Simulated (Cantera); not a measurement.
Charge: 1 mol Fe₃O₄, a varied amount of C, 2 mol CO, held at 1898.15 K and 0.0825 Torr.

Equilibrium computed with Cantera from the NASA thermochemical tables; the gas is ideal and each condensed phase is pure. Candidate condensed phases: C, Fe, Fe(CO)₅, FeO, Fe₂O₃, Fe₃O₄; 15 gas species. The tables' stoichiometric FeO is somewhat more stable than real wüstite, so its field is too wide. FeO: taken at fixed stoichiometry. The numbers say what is thermodynamically allowed, not how fast it happens.

log p: log10 of the partial pressure in bar; n: condensed amount in mol.

| n(C) (mol) | log p CO | log p Fe | log p CO₂ | log p FeO | log p O | log p O₂ | n FeO(l) | n C(graphite) |
|---|---|---|---|---|---|---|---|---|
| 0.92 | -4.25 | -4.60 | -4.57 | -6.11 | -7.12 | -7.18 | 2.10 | 0 |
| 1.6 | -4.25 | … | … | -6.11 | … | … | … | 0 |
| 2.3 | -4.27 | -4.42 | -4.77 | -6.11 | -7.31 | -7.55 | 0.624 | 0 |
| 3 | -4.25 | -4.39 | -4.88 | -6.21 | -7.43 | -7.80 | 0 | 0 |
| 3.7 | -4.16 | -4.42 | … | … | … | … | 0 | 0 |
| 4.4 | -4.13 | -4.44 | -12.64 | -14.13 | -15.30 | <-15 | 0 | 0.400 |
| 5.1 | -4.13 | -4.44 | -12.64 | -14.13 | -15.30 | <-15 | 0 | 1.10 |
| 5.9 | -4.13 | -4.44 | -12.64 | -14.13 | -15.30 | <-15 | 0 | 1.90 |

Task: Fill in the missing entries.

Result: 
- 3.7, log p CO₂: -5.44
- 3.7, log p FeO: -6.88
- 3.7, log p O: -8.07
- 3.7, log p O₂: -9.08
- 1.6, log p Fe: -4.48
- 1.6, log p CO₂: -4.69
- 1.6, log p O: -7.24
- 1.6, log p O₂: -7.42
- 1.6, n FeO(l): 1.40
